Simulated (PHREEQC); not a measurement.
0.25 g of hydrous ferric oxide (600 m²/g; 0.2 weak and 0.005 strong sites per Fe, Dzombak-Morel constants, diffuse double layer) in 1 kg of water with 0.05 mol/kgw of an inert sodium salt and 4.5e-06 mol ZnSO4 and 0.00017 mol CuSO4, at 25 °C; the pH is set by adding NaOH or the inert anion's acid. Oxygen is held at 0.21 atm. The system is closed to CO2. Nothing may precipitate in this run.

Model: ion-association model, wateq4f.dat, run in PHREEQC.

**Question.** Predict Zn sorbed (%), surface charge σ (C/m²) at pH = 7, 9, 11.

**Answer.** 
```json
[
 {"pH": "7", "Zn sorbed (%)": "52.6", "surface charge σ (C/m²)": "0.052"},
 {"pH": "9", "Zn sorbed (%)": "99.6", "surface charge σ (C/m²)": "-0.004"},
 {"pH": "11", "Zn sorbed (%)": "97.8", "surface charge σ (C/m²)": "-0.088"}
]
```

Along this series the solution becomes supersaturated in solids that the run did not let form, among them Cu(OH)2. The database's constant for dissolved Cu(OH)2 is higher than later reviews accept. The oxide is taken as insoluble; below pH 4 it would dissolve.
